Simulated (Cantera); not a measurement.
Feed: 1 mol C₂H₆, 0.2 mol O₂, held at 2500 °C and 32.0 Pa.

These are equilibrium values from Cantera (NASA tables, ideal gas, pure condensed phases), not measurements of a reactor. Candidate condensed phases: C, C₆H₆, C₇H₈, C₈H₁₈, H₂O; 110 gas species. Kinetics and transport are ignored.

Base state: H 0.810, C₃ 0.0661, CO 0.0594, H₂ 0.0380, C 0.0150, C₂ 0.00657, C₂H 0.00285, C₂H₂ (acetylene) 0.00111 (mole fractions); condensed: gas only.

What changes in the equilibrium state with this change: O₂ from 0.2 to 0.016 mol?


```tsv
species	before	after
H	0.810	0.855
C₃	0.0661	0.0707
H₂	0.0380	0.0422
CO	0.0594	0.00504
C	0.0150	0.0153
C₄H₂	1.34e-5	1.63e-5
C₂H₂ (acetylene)	0.00111	0.00129
C(graphite), mol	0	0.358
```
